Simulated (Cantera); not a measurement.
A perfectly stirred reactor is fed with N2O : H2 : N2 = 1 : 0.0063 : 5.2 (molar parts), at 0.0267 bar; it is held at 1400 K, and followed from long to short residence time.

Detailed kinetics in Cantera: GRI-Mech 3.0 (53 species, 325 reactions). GRI-Mech 3.0 was tuned for natural gas; its chemistry of N2O as a main component is partial and can be far from experiment. Radical loss at walls, strong at low pressure, is not modelled. The temperature is held fixed by assumption; the heat of reaction is taken as removed at once.

Problem. What does this change do: N2 5.2 to 15 parts?

Solution. 
```
quantity                 before     after
---------------------  --------  --------
x(N2O) at τ = 28.0 s     0.0121   0.00490
x(H2) at τ = 28.0 s     1.58e-6   9.46e-7
x(OH) at τ = 28.0 s     2.12e-5   1.33e-5
x(O) at τ = 28.0 s      2.14e-5   2.07e-5
x(H) at τ = 28.0 s      1.60e-7   2.37e-7
x(N2O) at τ = 50.0 ms     0.157    0.0610
x(H2) at τ = 50.0 ms   0.000328  0.000160
x(OH) at τ = 50.0 ms    4.36e-5   2.87e-5
x(O) at τ = 50.0 ms     2.23e-5   2.06e-5
x(H) at τ = 50.0 ms     9.92e-7   9.79e-7
```

Problem. What does this change do: temperature 1400 to 1298 K?

Solution. 
```csv
quantity,before,after
x(N2O) at τ = 28.0 s,0.0121,0.0428
x(H2) at τ = 28.0 s,1.58e-6,4.10e-6
x(OH) at τ = 28.0 s,2.12e-5,9.81e-6
x(O) at τ = 28.0 s,2.14e-5,6.83e-6
x(H) at τ = 28.0 s,1.60e-7,3.39e-8
x(N2O) at τ = 50.0 ms,0.157,0.160
x(H2) at τ = 50.0 ms,0.000328,0.000560
x(OH) at τ = 50.0 ms,4.36e-5,2.10e-5
x(O) at τ = 50.0 ms,2.23e-5,6.36e-6
x(H) at τ = 50.0 ms,9.92e-7,9.16e-7
```
The mechanism lacks the step 2 NO + O2 → 2 NO2, which can matter for NO2 below about 1400 K.
